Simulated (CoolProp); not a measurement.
CF4 (R14) at several states: Z from the reference equation and from simpler models built on Tc = 227.4 K, pc = 3.762 MPa, ω = 0.178; each cubic takes its own stable root.

Model: reference Helmholtz-energy equation of state, Platzer 1990, in CoolProp. This equation is an older, rougher fit.

| T (K) | p (MPa) | phase | reference |
|---|---|---|---|
| 194.6 | 0.0427 | gas | 0.9938 |
| 494.8 | 4.97 | supercritical | 1.004 |
| 222.6 | 1.33 | gas | 0.8581 |
| 309.9 | 0.916 | gas | 0.9709 |
| 485.9 | 0.188 | gas | 1.0000 |

Question: How far does each simpler model (van der Waals, Redlich-Kwong, Soave-Redlich-Kwong, Peng-Robinson) lie from the reference over these 5 states: mean and median of the absolute difference, and the worst?

Answer: 
- van der Waals: mean 1.4 %, median 0.5 %, worst -4.1 % at 494.8 K and 4.97 MPa
- Redlich-Kwong: mean 0.6 %, median 0.1 %, worst -2.5 % at 494.8 K and 4.97 MPa
- Soave-Redlich-Kwong: mean 0.2 %, median 0.1 %, worst +0.5 % at 494.8 K and 4.97 MPa
- Peng-Robinson: mean 0.6 %, median 0.4 %, worst -1.6 % at 222.6 K and 1.33 MPa
